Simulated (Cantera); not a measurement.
A closed system holds: 1 mol Cu, 0.1 mol NH₃, 9.9 mol H₂, held at 34.0 mbar.

Cantera equilibrium calculation (NASA polynomials, part measured and part estimated; ideal gas, pure solids and liquids). Candidate condensed phases: Cu; 11 gas species. Equilibrium is a limit: real reactors are often held back by kinetics, nucleation or transport.

x: gas mole fraction; n: condensed amount in mol.

| T (K) | x H₂ | x Cu | x H | x N₂ | n Cu(s) | n Cu(l) |
|---|---|---|---|---|---|---|
| 673 | 0.995 | <1e-12 | <1e-12 | 0.00493 | 1.00 | 0 |
| 773 | 0.995 | <1e-12 | … | 0.00495 | 1.00 | 0 |
| 873 | 0.995 | 1.33e-12 | … | 0.00495 | 1.00 | 0 |
| 973 | 0.995 | 1.51e-10 | … | 0.00495 | 1.00 | 0 |
| 1073 | 0.995 | 7.01e-9 | … | 0.00495 | 1.00 | 0 |
| 1173 | 0.995 | 1.68e-7 | … | 0.00495 | 1.000 | 0 |
| 1273 | 0.995 | 2.42e-6 | … | 0.00495 | 1.000 | 0 |
| 1373 | 0.995 | 2.32e-5 | … | 0.00495 | 0 | 1.000 |
| 1473 | 0.995 | 0.000152 | … | 0.00495 | 0 | 0.998 |
| 1573 | 0.994 | 0.000780 | … | 0.00495 | 0 | 0.992 |
| 1673 | 0.991 | 0.00327 | … | 0.00493 | 0 | 0.967 |
| 1773 | 0.982 | 0.0116 | … | 0.00489 | 0 | 0.881 |
| 1873 | 0.956 | 0.0358 | … | 0.00476 | 0 | 0.622 |
| 1973 | 0.899 | 0.0892 | … | 0.00449 | 0 | 0 |

Task: Complete the blanks.

Result: 
- 773, x H: 4.91e-12
- 873, x H: 2.53e-10
- 973, x H: 5.85e-9
- 1073, x H: 7.58e-8
- 1173, x H: 6.38e-7
- 1273, x H: 3.86e-6
- 1373, x H: 1.80e-5
- 1473, x H: 6.84e-5
- 1573, x H: 0.000220
- 1673, x H: 0.000615
- 1773, x H: 0.00153
- 1873, x H: 0.00342
- 1973, x H: 0.00694
